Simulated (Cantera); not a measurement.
Input: 1 mol NiS, 55 mol H2, held at 28.0 Pa.

Cantera equilibrium calculation (NASA polynomials, part measured and part estimated; ideal gas, pure solids and liquids). Candidate condensed phases: Ni, NiS, NiS2, Ni3S2, Ni3S4, S; 9 gas species. Metal and sulfide melt together well below either melting point, which pure phases cannot show. Mutual solubility and eutectic melting of coexisting phases are not modelled. Gases not in the tables: S3 to S7. Equilibrium is a limit: real reactors are often held back by kinetics, nucleation or transport. All values below are at 977 °C.

Base state: H2 0.991, H2S 0.00791, S2 0.000945, SH 0.000151, H 2.88e-5 (mole fractions); condensed: Ni(s) + Ni3S2(l).

Task: What changes in the equilibrium state with this change: H2 from 55 to 6.8 mol?

Result: 
```csv
species,before,after
H2,0.991,0.962
H2S,0.00791,0.0261
S2,0.000945,0.0109
SH,0.000151,0.000504
H,2.88e-5,2.83e-5
"Ni(s), mol",0.322,0
"Ni3S2(l), mol",0.226,0.333
```
